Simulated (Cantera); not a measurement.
Cantera run:

```python
import numpy as np
import cantera as ct

gas_names = """
    CL CL2 N N2 Sr SrCL SrCL2
""".split()
cond_names = """
    Sr(a) Sr(b) Sr(L) SrCL2(a) SrCL2(b) SrCL2(L)
""".split()


def load(file, names, dense=False):
    # The tables refer to 1 bar. Condensed volumes are neglected.
    table = {s.name: s for s in ct.Species.list_from_file(file)}
    out = []
    for n in names:
        d = dict(table[n].input_data)
        d["thermo"] = dict(d["thermo"], **{"reference-pressure": 1e5})
        if dense:
            d["equation-of-state"] = {"model": "constant-volume", "density": "1e6 g/cm^3"}
        out.append(ct.Species.from_dict(d))
    return out


gas = ct.Solution(thermo="ideal-gas", species=load("nasa_gas.yaml", gas_names))
cond = {s.name: ct.Solution(thermo="fixed-stoichiometry", species=[s], name=s.name)
        for s in load("nasa_condensed.yaml", cond_names, dense=True)}
atoms = {
    'SrCl2': {'Sr': 1, 'CL': 2},
    'N2': {'N': 2},
}
top_T = {}  # K; cautious upper limits of use, not melting points


def equilibrate(T, P, feed):
    n = {}
    for name, mol in feed.items():
        for a, k in atoms[name].items():
            n[a] = n.get(a, 0.0) + k * mol
    gas.TPX = T, P, n
    mass = sum(n.values()) * gas.mean_molecular_weight
    gas.equilibrate("TP")
    valid = [c for c in cond.values() if c.min_temp <= T <= top_T.get(c.name, c.max_temp)]
    mix = ct.Mixture([(gas, mass / gas.mean_molecular_weight)] + [(c, 0.0) for c in valid])
    mix.T, mix.P = T, P
    mix.equilibrate("TP", solver="vcs", rtol=1e-11, max_steps=5000)
    return mix


results = []
feed = {'SrCl2': 1, 'N2': 0.18}  # mol
P = 3.5  # Pa
for T in [1123, 1198, 1273, 1348, 1423, 1498, 1573, 1648, 1723, 1798]:
    mix = equilibrate(T, P, feed)
    results.append((T, P, feed, dict(zip(mix.species_names, mix.species_moles))))

top = {s: max(r[3][s] / sum(r[3][g] for g in gas_names) for r in results) for s in gas_names}
cols = sorted((s for s in top if top[s] > 0.001), key=lambda s: -top[s])[:5]
seen = [c for c in cond_names if any(r[3].get(c, 0) > 1e-12 for r in results)]
print("log10 of partial pressures in bar; condensed amounts in mol")
print(f"{'T/K':>10s}" + "".join(f"{s[:9]:>10s}" for s in cols + seen))
for T, P, feed, n in results:
    ng = sum(n[g] for g in gas_names)
    print(f"{T:10.4g}" + "".join(f"{np.log10(max(n[s] / ng * P / 1e5, 1e-99)):10.3f}" for s in cols)
          + "".join(f"{n.get(c, 0):10.4g}" for c in seen))
```

Output:

```
log10 of partial pressures in bar; condensed amounts in mol
       T/K        N2     SrCL2        CL      SrCL  SrCL2(b)  SrCL2(L)
      1123    -4.458    -6.830   -11.681   -11.682    0.9992         0
      1198    -4.471    -5.933   -10.545   -10.545         0    0.9938
      1273    -4.550    -5.165    -9.553    -9.554         0    0.9562
      1348    -5.273    -4.528    -8.695    -8.696         0         0
      1423    -5.273    -4.528    -8.211    -8.213         0         0
      1498    -5.273    -4.528    -7.775    -7.780         0         0
      1573    -5.273    -4.529    -7.379    -7.390         0         0
      1648    -5.274    -4.530    -7.017    -7.037         0         0
      1723    -5.275    -4.533    -6.685    -6.719         0         0
      1798    -5.278    -4.539    -6.377    -6.433         0         0
```

Equilibrium computed with Cantera from the NASA thermochemical tables; the gas is ideal and each condensed phase is pure.
